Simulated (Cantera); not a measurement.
Mixture: CH4 : O2 : N2 = 1 : 4.65 : 17.5 (molar parts), equivalence ratio 0.43, at 0.987 atm, adiabatic and at constant volume. Ignition delay is the time to a rise of 400 K.

Cantera simulation using GRI-Mech 3.0 (53 species, 325 reactions); the numbers are that mechanism's predictions, not measurements.

Task: What does this change do: pressure from 0.987 atm to 0.730 atm?

Result: 
```json
[
 {"quantity": "delay at 1098 K", "before": "0.135 s", "after": "0.178 s"},
 {"quantity": "delay at 1173 K", "before": "42.5 ms", "after": "54.9 ms"},
 {"quantity": "delay at 1248 K", "before": "14.7 ms", "after": "18.7 ms"},
 {"quantity": "delay at 1323 K", "before": "5.60 ms", "after": "7.07 ms"},
 {"quantity": "delay at 1398 K", "before": "2.37 ms", "after": "2.99 ms"},
 {"quantity": "delay at 1473 K", "before": "1.11 ms", "after": "1.42 ms"},
 {"quantity": "delay at 1548 K", "before": "0.575 ms", "after": "0.742 ms"},
 {"quantity": "apparent activation energy between 1398 and 1548 K", "before": "170 kJ/mol", "after": "170 kJ/mol"}
]
```
